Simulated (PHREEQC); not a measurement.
PHREEQC input (ion-association model, wateq4f.dat):

```
SOLUTION_MASTER_SPECIES
  An  An-  0  An  62.0  # stands for a non-complexing anion
SOLUTION_SPECIES
  An- = An-
    -log_k 0
    -gamma 3.0 0
  PO4-3 + 3H+ = H3PO4  # constants of phreeqc.dat
    -log_k 21.721
    -delta_h -10.1 kJ
PHASES
  Fix_H+
    H+ = H+
    -log_k 0
SOLUTION 1
  temp 25
  units mmol/kgw
  pH 7 charge
  P 0.00018
  Na 50.0002
  An 50
END
SELECTED_OUTPUT 1
  -reset false
  -pH true
  -pe true
  -ionic_strength true
  -water true
  -totals Na P
  -molalities Hfo_wOH Hfo_wOH2+ Hfo_wO- Hfo_sOH Hfo_sOH2+ Hfo_sO- Hfo_wH2PO4 Hfo_wHPO4- Hfo_wPO4-2
USER_PUNCH 1
  -headings sigma psi
  10 PUNCH EDL("sigma", "Hfo"), EDL("psi", "Hfo")
PRINT
  -reset false
USE solution 1
SURFACE 1
  Hfo_wOH 0.000182022 600 0.081
  Hfo_sOH 4.55056e-06
EQUILIBRIUM_PHASES 1
  Fix_H+ -3 HAn 10
    -force_equality true
  O2(g) -0.68 10
END
# ... the last block is repeated for the other 12 points of pH, with NaOH or the acid as the point needs
```

Selected output (columns that matter, 11 of 13 rows; pH added in front):

```
pH	mu	Na	P	m_Hfo_wOH	m_Hfo_wOH2+	m_Hfo_wO-	m_Hfo_sOH	m_Hfo_sOH2+	m_Hfo_sO-	m_Hfo_wH2PO4	m_Hfo_wHPO4-	m_Hfo_wPO4-2	sigma	psi
3	0.051263	0.05	3.5634e-11	6.5022e-06	0.00017533	5.524e-09	1.6272e-07	4.3877e-06	1.3824e-10	9.3517e-08	8.5131e-08	1.3161e-09	0.35665	0.16914
3.5	0.050455	0.05	2.0525e-11	1.7254e-05	0.00016455	4.1448e-08	4.3178e-07	4.1177e-06	1.0372e-09	4.8821e-08	1.2567e-07	5.4931e-09	0.33452	0.16626
4	0.050191	0.05	1.3619e-11	3.7088e-05	0.00014454	2.1801e-07	9.2811e-07	3.617e-06	5.4557e-09	2.2576e-08	1.422e-07	1.5211e-08	0.29337	0.15968
5	0.050057	0.05	1.2977e-11	8.8983e-05	9.0862e-05	1.9963e-06	2.2268e-06	2.2738e-06	4.9958e-08	5.1641e-09	1.2414e-07	5.0681e-08	0.18041	0.13493
5.5	0.050036	0.05	1.7631e-11	0.00010979	6.7992e-05	4.0613e-06	2.7475e-06	1.7015e-06	1.0163e-07	2.6736e-09	1.0597e-07	7.1335e-08	0.12961	0.1182
6	0.050024	0.05	2.9255e-11	0.00012411	5.0781e-05	6.9492e-06	3.1059e-06	1.2708e-06	1.739e-07	1.4737e-09	8.8414e-08	9.0083e-08	0.08867	0.099271
6.5	0.050015	0.05	6.3377e-11	0.00013263	3.8832e-05	1.0378e-05	3.3191e-06	9.7177e-07	2.597e-07	8.8111e-10	7.3873e-08	1.0518e-07	0.057344	0.07829
7	0.050009	0.05	2.0151e-10	0.00013701	3.0936e-05	1.39e-05	3.4285e-06	7.7417e-07	3.4785e-07	5.7922e-10	6.2968e-08	1.1625e-07	0.034084	0.055386
8	0.050001	0.05	6.0812e-09	0.00013957	2.1977e-05	2.0305e-05	3.4925e-06	5.4995e-07	5.081e-07	3.0534e-10	4.76e-08	1.2601e-07	0.0028086	0.0054905
8.5	0.050007	0.050009	3.6291e-08	0.0001394	1.8781e-05	2.3702e-05	3.4876e-06	4.6989e-07	5.9302e-07	1.924e-10	3.5054e-08	1.0846e-07	-0.010516	-0.020081
9	0.050019	0.050026	1.1601e-07	0.00013824	1.5525e-05	2.8198e-05	3.4571e-06	3.8825e-07	7.052e-07	6.2068e-11	1.3566e-08	5.0358e-08	-0.026019	-0.044982
```

Species that the database lacks are ignored. H3PO4, which wateq4f.dat lacks, is added to it with the constant of phreeqc.dat. The oxide is taken as insoluble; below pH 4 it would dissolve.
